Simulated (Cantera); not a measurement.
## Gas-phase reforming

A perfectly stirred reactor is fed with CH₄ : CO₂ = 1 : 0.54 (molar parts), at 2030 Torr; it is held at 1300 K, and followed from long to short residence time.

Detailed kinetics in Cantera: GRI-Mech 3.0 (53 species, 325 reactions). GRI-Mech 3.0 stops at C3 and has no aromatics, soot or wall deposition, so with more carbon than oxygen in the feed, carbon stays in small species such as C2H2 where larger ones or solid carbon would form.

```csv
τ (s),x CH₄,x CO₂,x O,x H₂O,x HO₂,x CO
4.5,0.575,0.325,<1e-12,0.0117,<1e-12,0.0118
1.0,0.631,0.347,<1e-12,0.000810,<1e-12,0.000826
0.24,0.645,0.350,<1e-12,4.40e-5,<1e-12,4.72e-5
0.056,0.649,0.351,<1e-12,2.71e-6,<1e-12,3.15e-6
0.013,0.649,0.351,<1e-12,3.51e-7,<1e-12,4.01e-7
0.0030,0.649,0.351,<1e-12,6.95e-8,<1e-12,7.67e-8
0.00071,0.649,0.351,<1e-12,1.56e-8,<1e-12,1.65e-8
0.00016,0.649,0.351,<1e-12,3.39e-9,<1e-12,3.43e-9
```
x: mole fraction; the columns are a selection and need not sum to one.
